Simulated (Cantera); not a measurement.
Standard-state values (1 bar) from the NASA 1993 polynomials, evaluated with Cantera. Values are per mole of reaction as written; species without (g) are pure solids or liquids, kept so even where they would boil at 1 bar.

2 HF(g) + Ba = 2 H(g) + BaF2

| T (K) | ΔH° (kJ) | ΔS° (J/K) | ΔG° (kJ) | log10 K | condensed phases |
|---|---|---|---|---|---|
| 300 | -227.4 | -84.0 | -202.2 | 35.20 | Ba(s), BaF2(s) |
| 1048 | -211.6 | -53.2 | -155.9 | 7.77 | Ba(l), BaF2(s) |
| 1098 | -209.2 | -50.9 | -153.3 | 7.29 | Ba(l), BaF2(s) |
| 1148 | -206.4 | -48.4 | -150.8 | 6.86 | Ba(l), BaF2(s) |
| 1198 | ___ | ___ | ___ | ___ | Ba(l), BaF2(s) |
| 1248 | -199.9 | -43.0 | -146.2 | 6.12 | Ba(l), BaF2(s) |
| 1298 | ___ | ___ | ___ | ___ | Ba(l), BaF2(s) |
| 1348 | -192.9 | -37.6 | -142.2 | 5.51 | Ba(l), BaF2(s) |
| 1398 | ___ | ___ | ___ | ___ | Ba(l), BaF2(s) |
| 1448 | ___ | ___ | ___ | ___ | Ba(l), BaF2(s) |

Question: Some entries are withheld; supply them.

Answer: 
- 1198, ΔH° (kJ): -203.2
- 1198, ΔS° (J/K): -45.7
- 1198, ΔG° (kJ): -148.4
- 1198, log10 K: 6.47
- 1298, ΔH° (kJ): -196.4
- 1298, ΔS° (J/K): -40.2
- 1298, ΔG° (kJ): -144.1
- 1298, log10 K: 5.80
- 1398, ΔH° (kJ): -189.6
- 1398, ΔS° (J/K): -35.2
- 1398, ΔG° (kJ): -140.4
- 1398, log10 K: 5.25
- 1448, ΔH° (kJ): -186.8
- 1448, ΔS° (J/K): -33.2
- 1448, ΔG° (kJ): -138.7
- 1448, log10 K: 5.00
